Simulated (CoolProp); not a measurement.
Vapour-liquid equilibrium of propane (1) + R114 (2) at 343.1 K; x and y are mole fractions of (1).

Values from CoolProp's multi-fluid Helmholtz-energy mixture model, Lemmon 2009 and Platzer 1990; pair parameters Bell 2016. This equation is an older, rougher fit; its heat capacities, sound speeds and derivatives of the liquid may be far off and weren't checked against measurements.

Task: Give the bubble pressure and the first vapour's composition at x = 0.15, 0.25, 0.45. Is there an azeotrope?

Result: x = 0.15: 1.053 MPa, y = 0.347; x = 0.25: 1.246 MPa, y = 0.483; x = 0.45: 1.607 MPa, y = 0.664. No azeotrope shows between x = 0.05 and 0.95.

The pair parameters rest on a limited set of measurements; away from them the model extrapolates.
